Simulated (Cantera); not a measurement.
## Adiabatic ignition

An adiabatic, constant-volume homogeneous reactor starts with 24.9 % CO, 1.19 % H₂, 15.5 % O₂, 58.4 % N₂, equivalence ratio 0.84, at 1525 K and 1.01 bar.

Model: GRI-Mech 3.0 (53 species, 325 reactions), integrated in Cantera.

```json
[
 {"t (s)": "6.00e-6", "T (K)": "1525", "P (bar)": "1.01", "x CO": "0.249", "x H₂": "0.0119", "x O₂": "0.155", "x NO": "<1e-12", "x NO₂": "<1e-12", "x CO₂": "1.35e-6"},
 {"t (s)": "2.88e-5", "T (K)": "1530", "P (bar)": "1.02", "x CO": "0.246", "x H₂": "0.00982", "x O₂": "0.152", "x NO": "3.04e-9", "x NO₂": "1.58e-12", "x CO₂": "0.00217"},
 {"t (s)": "0.000138", "T (K)": "2241", "P (bar)": "1.44", "x CO": "0.140", "x H₂": "0.000899", "x O₂": "0.0771", "x NO": "0.000131", "x NO₂": "8.10e-8", "x CO₂": "0.118"},
 {"t (s)": "0.000660", "T (K)": "2858", "P (bar)": "1.76", "x CO": "0.101", "x H₂": "0.000654", "x O₂": "0.0655", "x NO": "0.00825", "x NO₂": "3.94e-6", "x CO₂": "0.167"},
 {"t (s)": "0.00316", "T (K)": "2856", "P (bar)": "1.76", "x CO": "0.0999", "x H₂": "0.000656", "x O₂": "0.0602", "x NO": "0.0188", "x NO₂": "8.57e-6", "x CO₂": "0.169"},
 {"t (s)": "0.0152", "T (K)": "2856", "P (bar)": "1.76", "x CO": "0.0999", "x H₂": "0.000656", "x O₂": "0.0602", "x NO": "0.0190", "x NO₂": "8.64e-6", "x CO₂": "0.169"},
 {"t (s)": "0.0727", "T (K)": "2856", "P (bar)": "1.76", "x CO": "0.0999", "x H₂": "0.000656", "x O₂": "0.0602", "x NO": "0.0190", "x NO₂": "8.64e-6", "x CO₂": "0.169"},
 {"t (s)": "0.348", "T (K)": "2856", "P (bar)": "1.76", "x CO": "0.0999", "x H₂": "0.000656", "x O₂": "0.0602", "x NO": "0.0190", "x NO₂": "8.64e-6", "x CO₂": "0.169"},
 {"t (s)": "1.67", "T (K)": "2856", "P (bar)": "1.76", "x CO": "0.0999", "x H₂": "0.000656", "x O₂": "0.0602", "x NO": "0.0190", "x NO₂": "8.64e-6", "x CO₂": "0.169"},
 {"t (s)": "8.00", "T (K)": "2856", "P (bar)": "1.76", "x CO": "0.0999", "x H₂": "0.000656", "x O₂": "0.0602", "x NO": "0.0190", "x NO₂": "8.64e-6", "x CO₂": "0.169"}
]
```
x: mole fraction; the columns are a selection and need not sum to one.

```json
{
 "time_of_steepest_temperature_rise": "67.1 µs",
 "temperature at 8.00 s": "2856 K",
 "equilibrium_temperature": "2856 K",
 "x(CO) at 8.00 s": "0.0999 (gas-phase equilibrium 0.0999)",
 "x(H₂) at 8.00 s": "0.000656 (gas-phase equilibrium 0.000656)",
 "x(O₂) at 8.00 s": "0.0602 (gas-phase equilibrium 0.0602)"
}
```
